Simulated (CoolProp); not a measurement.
n-octane along the isobar 84.7 bar: fugacity coefficient from the reference equation and from simpler models built on Tc = 568.7 K, pc = 24.84 bar, ω = 0.398; each cubic takes its own stable root.

Model: reference Helmholtz-energy equation of state, Beckmüller 2019, in CoolProp.

```csv
T (K),phase,reference
387.3,liquid,0.01321
405,liquid,0.02115
422.7,liquid,0.03212
440.4,liquid,0.04661
458,liquid,0.06488
475.7,liquid,0.08740
493.4,liquid,0.1141
511.1,liquid,0.1450
528.8,liquid,0.1797
```

Q: How far does each simpler model (van der Waals, Redlich-Kwong, Peng-Robinson) lie from the reference over these 9 states: mean and median of the absolute difference, and the worst?

A: 
- van der Waals: mean 245.4 %, median 180.5 %, worst +636.8 % at 387.3 K and 84.7 bar
- Redlich-Kwong: mean 72.6 %, median 62.6 %, worst +151.0 % at 387.3 K and 84.7 bar
- Peng-Robinson: mean 1.9 %, median 1.8 %, worst +2.5 % at 528.8 K and 84.7 bar
